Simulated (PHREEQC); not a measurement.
Consider water at 84 °C with 0.0027 mol/kgw K2CO3, 0.19 mol/kgw NaHCO3 and 0.017 mol/kgw MgCl2. Closed to the air; pH follows from the charge balance.

All values are PHREEQC results (Pitzer model, pitzer.dat), not measurements.

```
quantity                   before     after
------------------------  -------  --------
pH                           7.82      9.03
ionic strength (mol/kgw)    0.242    0.0515
HCO3- (mol/kgw)             0.182   0.00136
Mg+2 (mol/kgw)             0.0142    0.0150
CO2 (mol/kgw)             0.00395   2.14e-6
CO3-2 (mol/kgw)           0.00383  0.000252
SI of Magnesite (MgCO3)     +2.13     +1.73
```

Name the change that produced these shifts.
A. NaHCO3 left out
B. NaHCO3 from 0.19 to 0.095 mol/kgw
C. temperature from 84 to 85 °C
D. temperature from 84 to 75 °C
E. diluted 5-fold with water

A, NaHCO3 left out

Precipitation was switched off in this run. Some of these states are supersaturated (in Magnesite (slow to form), for instance). At this temperature some constants are extrapolated from 25 °C, and those without enthalpy data are left unchanged.
